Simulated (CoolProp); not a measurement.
R236FA along the isotherm 378.4 K: Z from the reference equation and from simpler models built on Tc = 398.1 K, pc = 3191 kPa, ω = 0.377; each cubic takes its own stable root.

The numbers come from the reference Helmholtz-energy equation of state, Pan 2012 in CoolProp.

| p (kPa) | phase | reference |
|---|---|---|
| 342 | gas | 0.9536 |
| 684 | gas | 0.9035 |
| 1030 | gas | 0.8479 |
| 1370 | gas | 0.7864 |
| 1710 | gas | 0.7140 |
| 2050 | gas | 0.6202 |
| 2390 | liquid | 0.1169 |
| 2740 | liquid | 0.1320 |
| 3080 | liquid | 0.1466 |
| 3420 | liquid | 0.1610 |
| 3760 | liquid | 0.1753 |
| 4100 | liquid | 0.1895 |
| 4440 | liquid | 0.2037 |
| 4790 | liquid | 0.2181 |

Q: How far does each simpler model (van der Waals, Soave-Redlich-Kwong) lie from the reference over these 14 states: mean and median of the absolute difference, and the worst?

A: 
- van der Waals: mean 64.2 %, median 54.9 %, worst +439.3 % at 378.4 K and 2390 kPa
- Soave-Redlich-Kwong: mean 11.6 %, median 16.7 %, worst +23.1 % at 378.4 K and 2390 kPa

At some of these states van der Waals gives the other phase, because its saturation line lies elsewhere.
